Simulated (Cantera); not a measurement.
A perfectly stirred reactor is fed with H2 : O2 = 0.09 : 1 (molar parts), equivalence ratio 0.045, at 1330 Pa; it is held at 1200 K, and followed from long to short residence time.

Detailed kinetics in Cantera: the H2/O2 subset of GRI-Mech 3.0, which has no nitrogen chemistry. Radical loss at walls, strong at low pressure, is not modelled. The temperature is held fixed by assumption; the heat of reaction is taken as removed at once.

Task: Predict: x(H2) at τ = 5.00 s; x(O2) at τ = 5.00 s; x(HO2) at τ = 5.00 s; x(H2O2) at τ = 5.00 s; x(O) at τ = 5.00 s; x(H2) at τ = 38.0 ms; x(O2) at τ = 38.0 ms; x(HO2) at τ = 38.0 ms; x(H2O2) at τ = 38.0 ms; x(O) at τ = 38.0 ms.

Result: 
```
Item                      Result
----------------------  --------
x(H2) at τ = 5.00 s     0.000104
x(O2) at τ = 5.00 s        0.912
x(HO2) at τ = 5.00 s     1.30e-6
x(H2O2) at τ = 5.00 s    8.06e-8
x(O) at τ = 5.00 s       0.00114
x(H2) at τ = 38.0 ms     0.00187
x(O2) at τ = 38.0 ms       0.890
x(HO2) at τ = 38.0 ms    4.64e-6
x(H2O2) at τ = 38.0 ms   1.67e-7
x(O) at τ = 38.0 ms       0.0208
```
